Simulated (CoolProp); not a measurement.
Values from CoolProp's reference Helmholtz-energy equation of state, Thol 2017.

Question: Give the vapour pressure (MPa), liquid density (kg/m³), vapour density (kg/m³), liquid cp (kJ/(kg K)) of saturated octamethyltrisiloxane (MDM) at 453.6, 467.1, 473.9 K.

Answer: 
```json
[
 {"T (K)": "453.6", "p (MPa)": "0.199", "liquid density (kg/m³)": "638", "vapour density (kg/m³)": "14.2", "liquid cp (kJ/(kg K))": "2.19"},
 {"T (K)": "467.1", "p (MPa)": "0.267", "liquid density (kg/m³)": "619", "vapour density (kg/m³)": "19.1", "liquid cp (kJ/(kg K))": "2.24"},
 {"T (K)": "473.9", "p (MPa)": "0.307", "liquid density (kg/m³)": "608", "vapour density (kg/m³)": "22.1", "liquid cp (kJ/(kg K))": "2.26"}
]
```
